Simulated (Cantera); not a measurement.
A closed system holds: 1 mol CH₂F₂, 0.18 mol H₂, held at 3.40 Pa.

Method: chemical equilibrium by Gibbs-energy minimisation in Cantera with the NASA 1993 tables (ideal gas, pure condensed phases). Candidate condensed phases: C, C₆H₆, C₇H₈, C₈H₁₈; 95 gas species. Rates play no part. All values below are at 2877 °C.

Base state: H 0.437, F 0.367, C 0.177, HF 0.0114, C₂ 0.00408, CF 0.00174, C₃ 0.00119, H₂ 0.000108 (mole fractions); condensed: gas only.

**Question.** What changes in the equilibrium state with this change: CH₂F₂ replaced by c-C₄F₈?

**Answer.** 
| species | before | after |
|---|---|---|
| F | 0.367 | 0.659 |
| C | 0.177 | 0.290 |
| H | 0.437 | 0.0286 |
| HF | 0.0114 | 0.00133 |
| C₂ | 0.00408 | 0.0110 |
| H₂ | 0.000108 | 4.64e-7 |
| C₃ | 0.00119 | 0.00524 |
| CF | 0.00174 | 0.00512 |
The feed counts by its element totals alone.
